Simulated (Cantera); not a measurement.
Charge: 1 mol Al(CH₃)₃, 0.57 mol H₂O, 540 mol H₂, 0.62 mol N₂, at 1.50 mbar.

Method: chemical equilibrium by Gibbs-energy minimisation in Cantera with the NASA 1993 tables (ideal gas, pure condensed phases). Candidate condensed phases: Al, AlN, Al₂O₃, C, C₆H₆, C₇H₈, C₈H₁₈, H₂O; 148 gas species. The feed counts by its element totals alone. The numbers say what is thermodynamically allowed, not how fast it happens. All values below are at 1673 K.

Base state: H₂ 0.993, H 0.00293, Al 0.00178, N₂ 0.00108, CO 0.00104, HCN 0.000103, C₂H₂ (acetylene) 5.66e-5, AlH 4.52e-5 (mole fractions); condensed: C(graphite).

### Question
What changes in the equilibrium state with this change: pressure from 1.50 mbar to 10.0 mbar?

### Answer
| species | before | after |
|---|---|---|
| H₂ | 0.993 | 0.997 |
| H | 0.00293 | 0.00114 |
| CO | 0.00104 | 0.00104 |
| Al | 0.00178 | 0.000551 |
| CH₄ | 1.80e-6 | 1.21e-5 |
| N₂ | 0.00108 | 0.000479 |
| C(graphite), mol | 2.31 | 2.32 |
| AlN(s), mol | 0 | 0.678 |

### Question
What changes in the equilibrium state with this change: Al(CH₃)₃ replaced by AlCl₃?

### Answer
| species | before | after |
|---|---|---|
| H₂ | 0.993 | 0.990 |
| HCl | 0 | 0.00433 |
| H | 0.00293 | 0.00293 |
| Al | 0.00178 | 7.02e-6 |
| AlCl | 0 | 0.00117 |
| CO | 0.00104 | 0 |
| HCN | 0.000103 | 0 |
| H₂O | <1e-9 | 5.74e-5 |
| C(graphite), mol | 2.31 | 0 |
| Al₂O₃(s), mol | 0 | 0.179 |
Further candidate phases: AlCl₃, NH₄Cl.
